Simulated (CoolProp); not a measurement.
Vapour-liquid equilibrium of R13 (1) + propylene (2) at 12.7 bar; x and y are mole fractions of (1).

Model: multi-fluid Helmholtz-energy mixture model, Platzer 1990 and Lemmon 2013; pair parameters Bell 2016, in CoolProp. This equation is an older, rougher fit; its heat capacities, sound speeds and derivatives of the liquid may be far off and weren't checked against measurements.

```json
[
 {"x": "0.05", "bubble temperature, mixture model (K)": "296.3", "bubble temperature, Raoult's law (K)": "298.0", "y, mixture model": "0.147", "y, Raoult's law": "0.140"},
 {"x": "0.15", "bubble temperature, mixture model (K)": "286.9", "bubble temperature, Raoult's law (K)": "290.9", "y, mixture model": "0.364", "y, Raoult's law": "0.357"},
 {"x": "0.25", "bubble temperature, mixture model (K)": "279.9", "bubble temperature, Raoult's law (K)": "284.9", "y, mixture model": "0.510", "y, Raoult's law": "0.517"},
 {"x": "0.35", "bubble temperature, mixture model (K)": "274.6", "bubble temperature, Raoult's law (K)": "279.7", "y, mixture model": "___", "y, Raoult's law": "0.639"},
 {"x": "0.45", "bubble temperature, mixture model (K)": "270.5", "bubble temperature, Raoult's law (K)": "275.0", "y, mixture model": "0.690", "y, Raoult's law": "0.732"},
 {"x": "0.55", "bubble temperature, mixture model (K)": "267.2", "bubble temperature, Raoult's law (K)": "270.9", "y, mixture model": "0.753", "y, Raoult's law": "0.806"},
 {"x": "0.65", "bubble temperature, mixture model (K)": "___", "bubble temperature, Raoult's law (K)": "267.2", "y, mixture model": "___", "y, Raoult's law": "0.866"},
 {"x": "0.75", "bubble temperature, mixture model (K)": "261.9", "bubble temperature, Raoult's law (K)": "263.9", "y, mixture model": "0.861", "y, Raoult's law": "0.914"},
 {"x": "0.85", "bubble temperature, mixture model (K)": "259.7", "bubble temperature, Raoult's law (K)": "260.9", "y, mixture model": "0.913", "y, Raoult's law": "0.953"},
 {"x": "0.95", "bubble temperature, mixture model (K)": "257.7", "bubble temperature, Raoult's law (K)": "258.1", "y, mixture model": "0.969", "y, Raoult's law": "0.986"}
]
```

Q: Complete the blanks.

A: 
- 0.35, y, mixture model: 0.612
- 0.65, bubble temperature, mixture model (K): 264.4
- 0.65, y, mixture model: 0.808

The largest gap from Raoult's law is -5.1 K in bubble temperature, at x = 0.35. No azeotrope shows between x = 0.05 and 0.95.

Pair parameters are fitted to limited data, so mixtures are less certain than the pure fluids.
